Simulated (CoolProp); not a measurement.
The fluoroketone C6F12O (FK-5-1-12) along the isotherm 473.7 K: density (kg/m³) from the reference equation and from simpler models built on Tc = 441.8 K, pc = 1.869 MPa, ω = 0.471; each cubic takes its own stable root.

Values from CoolProp's reference Helmholtz-energy equation of state, McLinden 2015.

```tsv
p (MPa)	phase	reference
0.0591	gas	4.783
0.092	gas	7.482
0.143	gas	11.72
0.223	gas	18.50
0.347	gas	29.35
0.541	gas	47.23
0.842	gas	77.57
1.31	gas	133.2
2.04	supercritical	257.3
3.18	supercritical	662.5
4.95	supercritical	931.1
7.71	supercritical	1062
12	supercritical	1162
18.7	supercritical	1252
```

How far does each simpler model (ideal gas, van der Waals, Redlich-Kwong, Soave-Redlich-Kwong, Peng-Robinson) lie from the reference over these 14 states: mean and median of the absolute difference, and the worst?


- ideal gas: mean 20.6 %, median 15.0 %, worst -61.5 % at 473.7 K and 3.18 MPa
- van der Waals: mean 7.4 %, median 0.4 %, worst -23.5 % at 473.7 K and 18.7 MPa
- Redlich-Kwong: mean 1.9 %, median 0.6 %, worst -7.2 % at 473.7 K and 4.95 MPa
- Soave-Redlich-Kwong: mean 3.6 %, median 0.6 %, worst -14.8 % at 473.7 K and 3.18 MPa
- Peng-Robinson: mean 2.4 %, median 1.1 %, worst -8.6 % at 473.7 K and 3.18 MPa
